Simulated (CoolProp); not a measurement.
Vapour-liquid equilibrium of CHF3 (R23) (1) + R227EA (2) at 0.414 MPa; x and y are mole fractions of (1).

Values from CoolProp's multi-fluid Helmholtz-energy mixture model, Penoncello 2003 and Lemmon 2016; pair parameters Bell 2016.

Problem. Give the bubble temperature and the first vapour's composition at x = 0.05, 0.25, 0.35. Is there an azeotrope?

Solution. x = 0.05: 284.7 K, y = 0.295; x = 0.25: 253.3 K, y = 0.820; x = 0.35: 244.0 K, y = 0.895. No azeotrope shows between x = 0.05 and 0.95.

Pair parameters are fitted to limited data, so mixtures are less certain than the pure fluids. The gap from Raoult's law changes sign with composition, which may be real or a fault of the pair parameters; it wasn't checked against measurements.
